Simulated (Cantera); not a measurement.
Mixture: CH4 : CO : O2 : N2 = 1 : 0.53 : 2.06 : 7.74 (molar parts), equivalence ratio 1.1, at 1.78 atm, adiabatic and at constant pressure. Ignition delay is the time to a rise of 400 K.

Cantera simulation using GRI-Mech 3.0 (53 species, 325 reactions); the numbers are that mechanism's predictions, not measurements.

Problem. What does this change do: 0.63 parts H2O added?

Solution. 
| quantity | before | after |
|---|---|---|
| delay at 1050 K | 0.467 s | 0.486 s |
| delay at 1200 K | 39.0 ms | 42.7 ms |
| delay at 1350 K | 4.80 ms | 5.41 ms |
| delay at 1500 K | 0.824 ms | 0.918 ms |
| apparent activation energy between 1425 and 1575 K | 200 kJ/mol | 200 kJ/mol |
